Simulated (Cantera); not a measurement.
What does this Cantera script print?

```python
import numpy as np
import cantera as ct

gas_names = """
    C CN CO CO2 C2 CCN CNC C2N2 C2O C3 C3O2 C4 C4N2 C5 N NCO NO NO2 NO3 N2 N2O O O2 O3 Si SiC SiC2 SiN
    SiO SiO2 Si2 Si2C Si2N Si3
""".split()
cond_names = """
    C(gr) Si(cr) Si(L) SiC(b) SiO2(Lqz) SiO2(hqz) SiO2(L) Si2N2O(s) Si3N4(a)
""".split()


# ... load() reads the species with a 1 bar reference pressure and builds the phases ...
atoms = {
    'Si': {'Si': 1},
    'CO2': {'C': 1, 'O': 2},
    'N2': {'N': 2},
}
top_T = {'C(gr)': 4500, 'SiC(b)': 3050, 'Si2N2O(s)': 2100, 'Si3N4(a)': 2400}  # K; cautious upper limits of use, not melting points


# ... equilibrate(T, P, feed) seeds the gas with the atoms and calls Mixture.equilibrate('TP', solver="vcs", rtol=1e-11, max_steps=5000) ...
results = []
feed = {'Si': 1, 'CO2': 0.043, 'N2': 760}  # mol
T = 1448  # K
P = 0.85  # Pa
mix = equilibrate(T, P, feed)
results.append((T, P, feed, dict(zip(mix.species_names, mix.species_moles))))
print(gas.report(threshold=1e-05))
for i in range(1, mix.n_phases):
    print(f"{mix.phase(i).name:16s} {mix.phase_moles(i):12.5e} mol")
```

Output:

```
       temperature   1448 K
          pressure   0.85 Pa
           density   1.978e-06 kg/m^3
  mean mol. weight   28.016 kg/kmol
   phase of matter   gas

                          1 kg             1 kmol
                     ---------------   ---------------
          enthalpy        1.3102e+06        3.6707e+07  J
   internal energy        8.8048e+05        2.4668e+07  J
           entropy             12055        3.3773e+05  J/K
    Gibbs function       -1.6145e+07       -4.5233e+08  J
 heat capacity c_p            1234.7             34590  J/K
 heat capacity c_v            937.89             26276  J/K

                      mass frac. Y      mole frac. X     chem. pot. / RT
                     ---------------   ---------------   ---------------
                N2           0.99947           0.99954            -37.58
                Si        0.00034485          0.000344           -4.4986
               SiO        0.00017409        0.00011064           -57.665
     [  +31 minor]        1.2198e-05        7.0602e-06

C(gr)             0.00000e+00 mol
Si(cr)            6.07658e-01 mol
SiC(b)            4.08639e-02 mol
SiO2(hqz)         0.00000e+00 mol
Si2N2O(s)         0.00000e+00 mol
Si3N4(a)          0.00000e+00 mol
```

Equilibrium computed with Cantera from the NASA thermochemical tables; the gas is ideal and each condensed phase is pure. Mutual solubility and eutectic melting of coexisting phases are not modelled.
